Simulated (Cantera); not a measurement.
An adiabatic, constant-pressure homogeneous reactor starts with CO : H2 : O2 : N2 : H2O = 1 : 1.1 : 0.438 : 2.93 : 1.3 (molar parts), at 1548 K and 1.48 atm. Integrator tolerance rtol = 1e-08.

Detailed kinetics in Cantera: GRI-Mech 3.0 (53 species, 325 reactions).

Q: What does this change do: pressure from 1.48 atm to 6.32 atm?

A: 
```
quantity                                                            before                                    after
---------------------------------  ---------------------------------------  ---------------------------------------
time of steepest temperature rise                                  16.6 µs                                  4.57 µs
temperature at 3.00 s                                               2384 K                                   2401 K
equilibrium temperature                                             2384 K                                   2401 K
x(CO) at 3.00 s                        0.102 (gas-phase equilibrium 0.102)      0.103 (gas-phase equilibrium 0.103)
x(H2) at 3.00 s                      0.0902 (gas-phase equilibrium 0.0902)    0.0903 (gas-phase equilibrium 0.0903)
x(O2) at 3.00 s                    7.32e-5 (gas-phase equilibrium 7.32e-5)  2.09e-5 (gas-phase equilibrium 2.09e-5)
x(H2O2) at 3.00 s                  1.62e-8 (gas-phase equilibrium 1.62e-8)  1.87e-8 (gas-phase equilibrium 1.87e-8)
x(NO2) at 3.00 s                   6.13e-9 (gas-phase equilibrium 6.13e-9)  3.66e-9 (gas-phase equilibrium 3.66e-9)
x(CO2) at 3.00 s                     0.0552 (gas-phase equilibrium 0.0552)    0.0552 (gas-phase equilibrium 0.0552)
```
The hydrogen kinetics of GRI-Mech 3.0 are dated; newer H2 mechanisms differ, most at raised pressure.

Q: What does this change do: H2O 1.3 to 2.1 parts?

A: 
```
quantity                                                            before                                    after
---------------------------------  ---------------------------------------  ---------------------------------------
time of steepest temperature rise                                  16.6 µs                                  19.0 µs
temperature at 3.00 s                                               2384 K                                   2289 K
equilibrium temperature                                             2384 K                                   2289 K
x(CO) at 3.00 s                        0.102 (gas-phase equilibrium 0.102)    0.0816 (gas-phase equilibrium 0.0816)
x(H2) at 3.00 s                      0.0902 (gas-phase equilibrium 0.0902)    0.0896 (gas-phase equilibrium 0.0896)
x(O2) at 3.00 s                    7.32e-5 (gas-phase equilibrium 7.32e-5)  4.05e-5 (gas-phase equilibrium 4.05e-5)
x(H2O2) at 3.00 s                  1.62e-8 (gas-phase equilibrium 1.62e-8)  1.19e-8 (gas-phase equilibrium 1.19e-8)
x(NO2) at 3.00 s                   6.13e-9 (gas-phase equilibrium 6.13e-9)  2.96e-9 (gas-phase equilibrium 2.96e-9)
x(CO2) at 3.00 s                     0.0552 (gas-phase equilibrium 0.0552)    0.0584 (gas-phase equilibrium 0.0584)
```
